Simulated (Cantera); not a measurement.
Feed: 1 mol C₂F₆, 0.016 mol HCl, 0.081 mol H₂, at 100 Torr.

These are equilibrium values from Cantera (NASA tables, ideal gas, pure condensed phases), not measurements of a reactor. Candidate condensed phases: C, C₆H₆, C₇H₈, C₈H₁₈; 118 gas species. The feed counts by its element totals alone. Gases not in the tables: C₂F₆ and larger saturated fluorocarbons. The numbers say what is thermodynamically allowed, not how fast it happens.

**Question.** Which condensed phases are stable at each of these points (T (K)): 1498, 1648, 1798, 1948, 2098, 2248, 2398, 2548, 2698, 2848, 2998, 3148?

**Answer.** 
```csv
T (K),condensed phases,C condensed (%)
1498,C(graphite),27.1
1648,C(graphite),27.1
1798,C(graphite),27.0
1948,C(graphite),26.5
2098,C(graphite),24.7
2248,C(graphite),20.5
2398,C(graphite),11.7
2548,gas only,0.0
2698,gas only,0.0
2848,C(graphite),2.7
2998,C(graphite),14.3
3148,C(graphite),17.6
```

From 1498 K to 2398 K the condensed part is C(graphite). From 2548 K to 2698 K nothing is condensed. From 2848 K to 3148 K the condensed part is C(graphite).
